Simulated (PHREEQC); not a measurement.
## Phosphoric acid bath: an equilibrium model

Consider water at 25 °C with 30 mmol/kgw H3PO4, 3.9 mmol/kgw K2HPO4 and 0.14 mmol/kgw ZnSO4. It is in equilibrium with CO2 at log p = -3.4 (atm). Otherwise closed; pH follows from the charge balance.

Model: ion-association model, wateq4f.dat, run in PHREEQC.

Each row changes one thing in this solution. No solid was allowed to form.

```csv
case,pH,ionic strength (mol/kgw),H2PO4- (mol/kgw),SO4-2 (mol/kgw),ZnSO4 (mol/kgw),HPO4-2 (mol/kgw),SI of Goslarite (ZnSO4:7H2O),SI of Zincite(c) (ZnO)
as made,2.10,0.0172,0.0167,8.90e-5,1.06e-6,1.91e-7,-6.38,-11.01
H3PO4 left out,(withheld),0.0115,0.000544,(withheld),1.39e-6,(withheld),-6.27,+0.40
K2HPO4 left out,1.96,0.0127,0.0122,7.86e-5,1.06e-6,9.64e-8,-6.39,-11.27
H3PO4 replaced by K3PO4 at the same molality,9.40,0.133,9.10e-5,0.000115,3.21e-11,0.0317,-10.90,-0.79
K2HPO4 replaced by K2SiO3 at the same molality,2.15,0.0161,0.0157,9.22e-5,1.13e-6,2.01e-7,-6.36,-10.90
diluted 10-fold with water,2.74,0.00276,0.00270,1.21e-5,2.53e-8,1.09e-7,-8.01,-10.61
temperature from 25 to 15 °C,2.07,0.0177,0.0173,9.37e-5,1.04e-6,1.76e-7,-6.28,-11.62
```

Problem. What belongs in the gaps?

Solution. 
- H3PO4 left out, pH: 7.85
- H3PO4 left out, SO4-2 (mol/kgw): 0.000134
- H3PO4 left out, HPO4-2 (mol/kgw): 0.00332

Complexes and solids missing from the database can't appear. Some of these states are supersaturated (in Zn3(PO4)2:4w, ZnCO3:H2O, SiO2(a), for instance). H3PO4, which wateq4f.dat lacks, is added to it with the constant of phreeqc.dat. The database has no phosphate complexes of Zn. The database's zinc carbonate complexes are estimates, stronger than later reviews accept.
